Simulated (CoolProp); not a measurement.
20 sccm (0 °C, 1 atm) of nitrogen bubbles through liquid n-nonane at 328.4 K and leaves saturated at a total pressure of 0.0682 MPa (ideal gas phase). Each further row changes one setting.

Model: reference Helmholtz-energy equation of state, Lemmon 2006, in CoolProp. It is a short technical equation, of lower accuracy than the large ones.

```csv
case,vapour pressure (kPa),mole fraction of vapour,delivery (mg/min),delivery (sccm),change of delivery for a bath 1 K warmer (%)
as stated,3.16,0.0463,(withheld),(withheld),5.3
bath temperature 333.4 K,(withheld),0.0590,(withheld),1.25,5.2
total pressure 0.136 MPa,3.16,(withheld),(withheld),(withheld),5.2
```

### Question
What belongs in the gaps?

### Answer

- as stated, delivery (mg/min): 5.55
- as stated, delivery (sccm): 0.970
- bath temperature 333.4 K, vapour pressure (kPa): 4.03
- bath temperature 333.4 K, delivery (mg/min): 7.18
- total pressure 0.136 MPa, mole fraction of vapour: 0.0232
- total pressure 0.136 MPa, delivery (mg/min): 2.72
- total pressure 0.136 MPa, delivery (sccm): 0.475
